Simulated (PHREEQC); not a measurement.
Synthetic water in mg/L, 25 °C, pH 7.96, pe 8.1:

```tsv
constituent	mg/L
Na	22.5
K	34.1
Ca	17.3
Mg	4.77
Cl	69.8
S(6) as SO4	13.8
Alkalinity as HCO3	51
N(5) as NO3	4.42
Sr	0.0674
Si as SiO2	0.671
Ba	0.0626
Cd	0.0655
```

Valence states are taken as typed.

All values are PHREEQC results (ion-association model, phreeqc.dat), not measurements.

No solid was allowed to form.

Task: Order these Cd species by the share of Cd that they hold, largest first: CdOH+, CdSO4, Cd+2, CdCl+, CdHCO3+.

Result: Cd+2 (83 %), CdCl+ (12 %), CdSO4 (1.9 %), CdHCO3+ (1.6 %), CdOH+ (0.52 %)

The pH is 7.96 and the ionic strength 0.00386 mol/kgw. Examples of supersaturated solids here: Otavite. Others may be too. Species that the database lacks are ignored.
